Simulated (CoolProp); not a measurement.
A Linde-Hampson liquefier for CF4 (R14): isothermal reversible compression at 250 K from 1 atm to 25 MPa, throttling to 1 atm, return gas leaving the recuperator 2 K below the feed. Each further row changes one setting.

The numbers come from the reference Helmholtz-energy equation of state, Platzer 1990 in CoolProp. This equation is an older, rougher fit; its heat capacities, sound speeds and derivatives of the liquid may be far off and weren't checked against measurements.

```tsv
case	liquid yield per pass	compression work (kJ/kg of gas)
as stated	0.433	104
high pressure 50 MPa	(withheld)	(withheld)
warm-end temperature 280 K	(withheld)	126
warm-end gap 7 K	(withheld)	104
```

Question: Fill in the missing entries.

Answer: 
- high pressure 50 MPa, liquid yield per pass: 0.410
- high pressure 50 MPa, compression work (kJ/kg of gas): 124
- warm-end temperature 280 K, liquid yield per pass: 0.337
- warm-end gap 7 K, liquid yield per pass: 0.424
